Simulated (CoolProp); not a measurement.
Saturation properties of water.

The numbers come from the reference Helmholtz-energy equation of state, Wagner 2002 in CoolProp.

| T (K) | p (MPa) | enthalpy of vaporisation (kJ/kg) | liquid viscosity (µPa s) | vapour viscosity (µPa s) | liquid conductivity (mW/(m K)) |
|---|---|---|---|---|---|
| 470.7 | 1.477 | 1949 | 136 | 15.6 | 662 |
| 481.8 | 1.857 | 1905 | 129 | 16.0 | 654 |
| 492.9 | 2.309 | 1858 | 122 | 16.3 | 645 |
| 504 | 2.841 | 1809 | 116 | 16.7 | 636 |
| 515.1 | 3.463 | 1756 | 110 | 17.1 | 625 |
| 526.2 | 4.185 | 1699 | 105 | 17.5 | 614 |
| 537.3 | 5.017 | 1638 | 100 | 18.0 | 601 |
| 548.4 | 5.969 | 1573 | 95.4 | 18.4 | 587 |
| 559.4 | 7.044 | 1502 | 91.1 | 18.9 | 573 |

It boils at 373.1 K under 1 atm.

Viscosity comes from a separate model (Huber 2009). Thermal conductivity comes from a separate model (Huber 2012).
